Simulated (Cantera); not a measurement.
Input: 1 mol V2O5, 0.47 mol H2, held at 0.100 bar.

Cantera equilibrium calculation (NASA polynomials, part measured and part estimated; ideal gas, pure solids and liquids). Candidate condensed phases: H2O, V, VO, V2O3, V2O4, V2O5; 12 gas species. Condensed phases not in the tables: the oxides between V2O3 and V2O5 other than VO2. Kinetics and transport are ignored.

x: gas mole fraction; n: condensed amount in mol.

```csv
T (K),x H2O,x O2,x VO2,x OH,x O,x H2,x H,n V2O4(s),n V2O4(l)
1575,0.639,0.360,5.21e-6,0.000750,2.03e-5,1.66e-5,5.35e-7,1.000,0
1675,0.638,0.360,[?],[?],[?],[?],[?],1.000,0
1775,0.637,0.359,0.000235,0.00304,0.000181,0.000143,1.09e-5,1.000,0
1875,0.635,0.358,0.00102,0.00546,0.000455,0.000353,3.90e-5,0,1.000
1975,0.630,0.356,[?],[?],[?],[?],[?],0,0.999
2075,0.620,0.351,0.0103,0.0147,0.00218,0.00165,0.000342,0,0.996
2175,0.601,0.341,0.0275,0.0221,0.00425,0.00317,0.000869,0,0.990
```

Question: Some entries are withheld; supply them.

Answer: 
- 1675, x VO2: 3.94e-5
- 1675, x OH: 0.00157
- 1675, x O: 6.48e-5
- 1675, x H2: 5.19e-5
- 1675, x H: 2.64e-6
- 1975, x VO2: 0.00347
- 1975, x OH: 0.00921
- 1975, x O: 0.00104
- 1975, x H2: 0.000795
- 1975, x H: 0.000122
